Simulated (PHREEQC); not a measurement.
Na2CO3 is added in steps, without added water, to 1 kg of water holding 0.019 mol KH2PO4 and 0.0001 mol H2SO4, at 25 °C. Oxygen alone is held at its pressure in air (log pO2 = -0.68). CO2 from the air is kept out. Only these solids could form: Mirabilite, Nahcolite, Natron.

Base run: PHREEQC, ion-association model, wateq4f.dat. Each further column changes one thing. The table gives pH.

```csv
Na2CO3 added (mol),base,0.0068 mol/kgw NaHCO3 added,diluted 5-fold with water,temperature from 25 to 45 °C,no solid may form
0,4.19,6.29,?,4.25,4.19
0.0022,6.29,6.54,7.28,6.23,6.29
0.0055,6.71,?,9.72,6.66,6.71
0.0088,6.99,7.05,?,6.94,6.99
0.011,7.17,7.21,10.26,7.11,7.17
0.0132,7.36,7.39,?,7.30,7.36
0.0165,7.77,7.78,?,7.70,7.77
0.0198,8.66,?,10.51,8.45,8.66
0.022,9.10,8.97,10.55,8.84,9.10
```

Problem. Complete the blanks.

Solution. 
- 0, diluted 5-fold with water: 4.51
- 0.0055, 0.0068 mol/kgw NaHCO3 added: 6.81
- 0.0088, diluted 5-fold with water: 10.13
- 0.0132, diluted 5-fold with water: 10.35
- 0.0165, diluted 5-fold with water: 10.44
- 0.0198, 0.0068 mol/kgw NaHCO3 added: 8.56

H3PO4, which wateq4f.dat lacks, is added to it with the constant of phreeqc.dat. Away from 25 °C the constants follow the database's enthalpies or fits; those with neither stay at their 25 °C values.
